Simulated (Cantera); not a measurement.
Input (Python, Cantera):

```python
import numpy as np
import cantera as ct

gas = ct.Solution("gri30.yaml", transport_model="mixture-averaged")
show = ['H', 'OH', 'O']

rows = []
print(f"{'T/K':>7s}{'rho':>11s}{'cp':>10s}{'mu':>11s}{'lambda':>11s}{'Pr':>7s}" + "".join(f"{'D_' + s:>11s}" for s in show))
for T in [400, 600, 800, 1000, 1200, 1400, 1600]:
    gas.TPX = T, 79000, {'N2O': 0.91}
    Pr = gas.cp_mass * gas.viscosity / gas.thermal_conductivity
    D = [gas.mix_diff_coeffs_mole[gas.species_index(s)] for s in show]
    rows.append([gas.density, gas.cp_mass, gas.viscosity, gas.thermal_conductivity, Pr, *D])
    print(f"{T:7g}{gas.density:11.4e}{gas.cp_mass:10.1f}{gas.viscosity:11.4e}"
          f"{gas.thermal_conductivity:11.4e}{Pr:7.3f}" + "".join(f"{d:11.4e}" for d in D))
print("SI units: kg/m3, J/kg/K, Pa s, W/m/K, m2/s")
```

It prints:

```
    T/K        rho        cp         mu     lambda     Pr        D_H       D_OH        D_O
    400 1.0455e+00     970.3 1.9459e-05 2.5465e-02  0.741 2.1296e-04 5.2672e-05 5.3856e-05
    600 6.9698e-01    1101.3 2.7324e-05 4.0717e-02  0.739 4.3979e-04 1.0679e-04 1.0919e-04
    800 5.2274e-01    1191.6 3.4048e-05 5.4884e-02  0.739 7.2488e-04 1.7441e-04 1.7832e-04
   1000 4.1819e-01    1254.7 4.0022e-05 6.7953e-02  0.739 1.0615e-03 2.5409e-04 2.5980e-04
   1200 3.4849e-01    1294.3 4.5464e-05 8.0076e-02  0.735 1.4453e-03 3.4488e-04 3.5263e-04
   1400 2.9871e-01    1326.8 5.0510e-05 9.1407e-02  0.733 1.8731e-03 4.4608e-04 4.5610e-04
   1600 2.6137e-01    1353.3 5.5249e-05 1.0208e-01  0.732 2.3424e-03 5.5712e-04 5.6964e-04
SI units: kg/m3, J/kg/K, Pa s, W/m/K, m2/s
```

Detailed kinetics in Cantera: GRI-Mech 3.0 (53 species, 325 reactions). The composition is frozen, though it would react at the higher temperatures.
